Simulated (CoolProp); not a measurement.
Saturated liquid density (kg/m³) of carbonyl sulfide: the reference equation beside estimates from Tc = 105.6 °C, pc = 6.369 MPa, ω = 0.098. Rackett uses Z = 0.29056 − 0.08775 ω.

Values from CoolProp's reference Helmholtz-energy equation of state, Lemmon 2006. It is a short technical equation, of lower accuracy than the large ones.

```json
[
 {"T (°C)": "14.35", "reference": "1020", "Rackett": "1001", "Redlich-Kwong": "937.7", "Peng-Robinson": "1076"},
 {"T (°C)": "21.05", "reference": "1002", "Rackett": "983.0", "Redlich-Kwong": "915.5", "Peng-Robinson": "1052"},
 {"T (°C)": "27.85", "reference": "981.9", "Rackett": "964.0", "Redlich-Kwong": "[?]", "Peng-Robinson": "1026"},
 {"T (°C)": "34.55", "reference": "961.5", "Rackett": "944.5", "Redlich-Kwong": "[?]", "Peng-Robinson": "998.6"},
 {"T (°C)": "41.35", "reference": "939.8", "Rackett": "923.7", "Redlich-Kwong": "841.7", "Peng-Robinson": "969.3"},
 {"T (°C)": "48.05", "reference": "917.1", "Rackett": "902.1", "Redlich-Kwong": "814.6", "Peng-Robinson": "938.5"},
 {"T (°C)": "54.75", "reference": "893.0", "Rackett": "879.3", "Redlich-Kwong": "785.9", "Peng-Robinson": "905.4"},
 {"T (°C)": "61.55", "reference": "866.7", "Rackett": "854.4", "Redlich-Kwong": "754.8", "Peng-Robinson": "[?]"}
]
```

### Question
What belongs in the gaps?

### Answer

- 27.85, Redlich-Kwong: 892.0
- 34.55, Redlich-Kwong: 867.7
- 61.55, Peng-Robinson: 869.2

Absolute difference from the reference over all 8 rows, mean and median: Rackett 1.7 and 1.7 %, Redlich-Kwong 10.3 and 10.1 %, Peng-Robinson 3.2 and 3.5 %.
